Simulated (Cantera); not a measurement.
A closed system holds: 1 mol B2H6, 7.8 mol N2, equilibrated at 750 K and 13300 Pa.

Method: chemical equilibrium by Gibbs-energy minimisation in Cantera with the NASA 1993 tables (ideal gas, pure condensed phases). Candidate condensed phases: B, BN; 15 gas species. The feed counts by its element totals alone. N2 is the only nitrogen source here; it is nearly inert below about 1500 K, so the nitride shown seldom forms there in practice. Rates play no part.

Problem. What is the equilibrium state?

Solution. 
```json
{
 "x(N2)": "0.694",
 "x(H2)": "0.306",
 "x(NH3)": "9.60e-5",
 "n(BN(s))": "2.00 mol",
 "gas_amount": "9.799 mol",
 "log10 activity of B(s) (absent)": "-12.36"
}
```
